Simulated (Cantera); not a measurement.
Input (Python, Cantera) and output of one run.

```python
import numpy as np
import cantera as ct

gas_names = [...]  # 62 gases of nasa_gas.yaml made of F, H, N, O, S
cond_names = """
    H2O(s) H2O(L) H2SO4(L) S(cr1) S(cr2) S(L)
""".split()


# ... load() reads the species with a 1 bar reference pressure and builds the phases ...
atoms = {
    'NF3': {'N': 1, 'F': 3},
    'SO2': {'S': 1, 'O': 2},
    'H2': {'H': 2},
    'H2O': {'H': 2, 'O': 1},
}
top_T = {}  # K; cautious upper limits of use, not melting points


# ... equilibrate(T, P, feed) seeds the gas with the atoms and calls Mixture.equilibrate('TP', solver="vcs", rtol=1e-11, max_steps=5000) ...
results = []
feed = {'NF3': 1, 'SO2': 0.52, 'H2': 0.13, 'H2O': 1}  # mol
P = 36  # Pa
for T in [1725, 1925, 2125, 2325, 2525, 2725, 2925, 3125, 3325]:
    mix = equilibrate(T, P, feed)
    results.append((T, P, feed, dict(zip(mix.species_names, mix.species_moles))))

top = {s: max(r[3][s] / sum(r[3][g] for g in gas_names) for r in results) for s in gas_names}
cols = sorted((s for s in top if top[s] > 1e-06), key=lambda s: -top[s])[:5]
seen = [c for c in cond_names if any(r[3].get(c, 0) > 1e-12 for r in results)]
print("log10 of partial pressures in bar; condensed amounts in mol")
print(f"{'T/K':>10s}" + "".join(f"{s[:9]:>10s}" for s in cols + seen))
for T, P, feed, n in results:
    ng = sum(n[g] for g in gas_names)
    print(f"{T:10.4g}" + "".join(f"{np.log10(max(n[s] / ng * P / 1e5, 1e-99)):10.3f}" for s in cols)
          + "".join(f"{n.get(c, 0):10.4g}" for c in seen))
```

Result:

```
log10 of partial pressures in bar; condensed amounts in mol
       T/K        HF         F         O         H       SO2
      1725    -3.745    -4.230    -6.438   -10.926    -4.384
      1925    -3.746    -4.231    -5.642    -9.078    -4.390
      2125    -3.753    -4.237    -5.009    -7.574    -4.422
      2325    -3.773    -4.251    -4.521    -6.332    -4.553
      2525    -3.830    -4.255    -4.184    -5.331    -4.966
      2725    -3.962    -4.172    -4.027    -4.646    -5.879
      2925    -4.219    -4.031    -4.010    -4.265    -7.175
      3125    -4.634    -3.938    -4.034    -4.093    -8.479
      3325    -5.139    -3.902    -4.048    -4.034    -9.620
```

These are equilibrium values from Cantera (NASA tables, ideal gas, pure condensed phases), not measurements of a reactor. The tables' values for SOF2 are old estimates; treat these amounts as uncertain.
